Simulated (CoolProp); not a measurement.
Computed with CoolProp (reference Helmholtz-energy equation of state, Wu 2012).

Problem. For fluoroethane (R161), give the phase and the cv (kJ/(kg K)) at -1.15 °C and 58.9 kPa; 133.55 °C and 4570 kPa.

Solution. 
- -1.15 °C and 58.9 kPa: gas; cv 0.993
- 133.55 °C and 4570 kPa: gas; cv 1.59
